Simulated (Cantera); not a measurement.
Input: 1 mol Si₃N₄, 0.016 mol N₂O, 140 mol N₂, at 1675 K and 0.100 bar.

Equilibrium computed with Cantera from the NASA thermochemical tables; the gas is ideal and each condensed phase is pure. Candidate condensed phases: Si, SiO₂, Si₂N₂O, Si₃N₄; 16 gas species. Mutual solubility and eutectic melting of coexisting phases are not modelled. The numbers say what is thermodynamically allowed, not how fast it happens.

Base state: N₂ 1.000, SiO 8.39e-5 (mole fractions); condensed: Si₂N₂O(s) + Si₃N₄(s).

Task: What changes in the equilibrium state with this change: 1.8 mol H₂O added?

Result: 
```tsv
species	before	after
N₂	1.000	0.984
H₂	0	0.0126
SiO	8.39e-5	0.00317
H	0	4.11e-5
Si₂N₂O(s), mol	0.00425	1.24
Si₃N₄(s), mol	0.993	0
SiO₂(β-quartz), mol	0	0.0589
```
The tables hold silica as quartz up to 1696 K and as liquid above; real silica turns to tridymite and cristobalite and melts near 1996 K. Further candidate phases: H₂O.
